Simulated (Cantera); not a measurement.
**Transport properties of process gases**

Gas mixture: C₂H₆ : H₂ : CH₃OH : CO = 0.48 : 0.57 : 0.47 : 0.52 (molar parts), at 1.01 bar, frozen composition.

Cantera's kinetic-theory transport with the Lennard-Jones parameters of GRI-Mech 3.0, ideal gas; thermal conductivity in the mixture-averaged form. Polar gases are described roughly by these parameters. The composition is frozen, though it would react at the higher temperatures.

| T (K) | ρ (kg/m³) | cp (J/kg/K) | μ (µPa s) | λ (mW/m/K) | Pr | D (cm²/s) N₂ | D (cm²/s) OH | D (cm²/s) CH₄ |
|---|---|---|---|---|---|---|---|---|
| 400 | 0.675 | 1933 | 15.4 | 64.3 | 0.464 | 0.360 | 0.544 | 0.383 |
| 650 | 0.415 | 2465 | 23.2 | 105 | 0.544 | 0.843 | 1.27 | 0.909 |
| 900 | 0.300 | 2858 | 29.8 | 145 | 0.588 | 1.47 | 2.20 | 1.59 |
| 1150 | 0.235 | 3164 | 35.6 | 183 | 0.616 | 2.22 | 3.32 | 2.42 |
| 1400 | 0.193 | 3386 | 40.9 | 220 | 0.631 | 3.09 | 4.62 | 3.36 |
| 1650 | 0.164 | 3550 | 45.8 | 255 | 0.639 | 4.07 | 6.07 | 4.43 |
| 1900 | 0.142 | 3672 | 50.4 | 288 | 0.643 | 5.14 | 7.67 | 5.61 |
D: mixture-averaged diffusion coefficient of that species in the mixture.
